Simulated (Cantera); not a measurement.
Cantera run:

```python
import numpy as np
import cantera as ct

gas_names = """
    AL ALCL ALCL2 ALCL3 ALN ALO ALOCL ALO2 AL2 AL2CL6 AL2O AL2O2 CL CLO CL2 N NO NO2 NO3 N2 N2O O O2 O3
""".split()
cond_names = """
    AL(cr) AL(L) ALCL3(s) ALCL3(L) ALN(s) AL2O3(a) AL2O3(L)
""".split()


# ... load() reads the species with a 1 bar reference pressure and builds the phases ...
atoms = {
    'AlN': {'AL': 1, 'N': 1},
    'Cl2': {'CL': 2},
    'O2': {'O': 2},
}
top_T = {'ALN(s)': 2750}  # K; cautious upper limits of use, not melting points


# ... equilibrate(T, P, feed) seeds the gas with the atoms and calls Mixture.equilibrate('TP', solver="vcs", rtol=1e-11, max_steps=5000) ...
results = []
feed = {'AlN': 1, 'Cl2': 2.8, 'O2': 1}  # mol
P = 10000  # Pa
for T in [1150, 1200, 1250, 1300, 1350, 1400, 1450, 1500, 1550, 1600, 1650, 1700, 1750, 1800]:
    mix = equilibrate(T, P, feed)
    results.append((T, P, feed, dict(zip(mix.species_names, mix.species_moles))))
    x = sorted(zip(gas.X, gas.species_names), reverse=True)
    print(f"T = {T:g} K  P = {P:g} Pa  gas = {mix.phase_moles(0):.4g} mol")
    print("   x: " + "  ".join(f"{s} {v:.3e}" for v, s in x if v > 1e-06))
    print("   condensed (mol): " + ("  ".join(f"{mix.phase(i).name} {mix.phase_moles(i):.4g}"
          for i in range(1, mix.n_phases) if mix.phase_moles(i) > 1e-12) or "none"))
```

It prints:

```
T = 1150 K  P = 10000 Pa  gas = 3.564 mol
   x: CL2 7.818e-01  N2 1.403e-01  O2 7.013e-02  CL 7.667e-03  NO 3.201e-05  CLO 2.794e-05  ALCL3 9.344e-06
   condensed (mol): AL2O3(a) 0.5
T = 1200 K  P = 10000 Pa  gas = 3.574 mol
   x: CL2 7.769e-01  N2 1.399e-01  O2 6.993e-02  CL 1.317e-02  NO 4.755e-05  CLO 4.335e-05  ALCL3 2.717e-05
   condensed (mol): AL2O3(a) 0.5
T = 1250 K  P = 10000 Pa  gas = 3.589 mol
   x: CL2 7.692e-01  N2 1.393e-01  O2 6.965e-02  CL 2.164e-02  ALCL3 7.199e-05  NO 6.832e-05  CLO 6.477e-05
   condensed (mol): AL2O3(a) 0.4999
T = 1300 K  P = 10000 Pa  gas = 3.612 mol
   x: CL2 7.578e-01  N2 1.384e-01  O2 6.925e-02  CL 3.415e-02  ALCL3 1.754e-04  NO 9.527e-05  CLO 9.349e-05
   condensed (mol): AL2O3(a) 0.4997
T = 1350 K  P = 10000 Pa  gas = 3.645 mol
   x: CL2 7.416e-01  N2 1.371e-01  O2 6.875e-02  CL 5.191e-02  ALCL3 3.949e-04  CLO 1.307e-04  NO 1.293e-04
   condensed (mol): AL2O3(a) 0.4993
T = 1400 K  P = 10000 Pa  gas = 3.691 mol
   x: CL2 7.191e-01  N2 1.354e-01  CL 7.623e-02  O2 6.817e-02  ALCL3 8.256e-04  CLO 1.773e-04  NO 1.711e-04
   condensed (mol): AL2O3(a) 0.4985
T = 1450 K  P = 10000 Pa  gas = 3.755 mol
   x: CL2 6.890e-01  N2 1.331e-01  CL 1.083e-01  O2 6.756e-02  ALCL3 1.605e-03  CLO 2.337e-04  NO 2.214e-04  O 1.651e-06
   condensed (mol): AL2O3(a) 0.497
T = 1500 K  P = 10000 Pa  gas = 3.839 mol
   x: CL2 6.504e-01  CL 1.490e-01  N2 1.301e-01  O2 6.701e-02  ALCL3 2.899e-03  CLO 2.999e-04  NO 2.809e-04  O 3.319e-06
   condensed (mol): AL2O3(a) 0.4944
T = 1550 K  P = 10000 Pa  gas = 3.947 mol
   x: CL2 6.026e-01  CL 1.987e-01  N2 1.265e-01  O2 6.662e-02  ALCL3 4.860e-03  CLO 3.748e-04  NO 3.499e-04  O 6.388e-06
   condensed (mol): AL2O3(a) 0.4904
T = 1600 K  P = 10000 Pa  gas = 4.082 mol
   x: CL2 5.460e-01  CL 2.568e-01  N2 1.223e-01  O2 6.646e-02  ALCL3 7.548e-03  CLO 4.565e-04  NO 4.289e-04  O 1.182e-05
   condensed (mol): AL2O3(a) 0.4846
T = 1650 K  P = 10000 Pa  gas = 4.244 mol
   x: CL2 4.823e-01  CL 3.217e-01  N2 1.175e-01  O2 6.650e-02  ALCL3 1.085e-02  CLO 5.415e-04  NO 5.181e-04  O 2.112e-05
   condensed (mol): AL2O3(a) 0.477
T = 1700 K  P = 10000 Pa  gas = 4.433 mol
   x: CL2 4.142e-01  CL 3.910e-01  N2 1.125e-01  O2 6.659e-02  ALCL3 1.444e-02  CLO 6.252e-04  NO 6.172e-04  O 3.648e-05
   condensed (mol): AL2O3(a) 0.468
T = 1750 K  P = 10000 Pa  gas = 4.641 mol
   x: CL 4.612e-01  CL2 3.456e-01  N2 1.074e-01  O2 6.653e-02  ALCL3 1.787e-02  NO 7.251e-04  CLO 7.017e-04  O 6.102e-05  ALOCL 2.318e-06  ALCL2 1.513e-06
   condensed (mol): AL2O3(a) 0.4585
T = 1800 K  P = 10000 Pa  gas = 4.861 mol
   x: CL 5.289e-01  CL2 2.802e-01  N2 1.024e-01  O2 6.610e-02  ALCL3 2.069e-02  NO 8.408e-04  CLO 7.655e-04  O 9.893e-05  ALOCL 5.161e-06  ALCL2 3.425e-06
   condensed (mol): AL2O3(a) 0.4497
```

Equilibrium computed with Cantera from the NASA thermochemical tables; the gas is ideal and each condensed phase is pure.
